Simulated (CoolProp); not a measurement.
Vapour-liquid equilibrium of acetone (1) + cyclohexane (2) at 339.8 K; x and y are mole fractions of (1).

Values from CoolProp's multi-fluid Helmholtz-energy mixture model, Lemmon 2006 and Zhou 2014; pair parameters Bell 2016.

Question: Give the bubble pressure and the first vapour's composition at x = 0.5, 0.65, 0.8. Is there an azeotrope?

Answer: x = 0.5: 1.497 bar, y = 0.665; x = 0.65: 1.533 bar, y = 0.710; x = 0.8: 1.542 bar, y = 0.784. y crosses x between x = 0.65 and 0.8: the model has an azeotrope there.

Pair parameters are fitted to limited data, so mixtures are less certain than the pure fluids. With so large a gap from Raoult's law the liquid may split in two, which this calculation doesn't test in full.
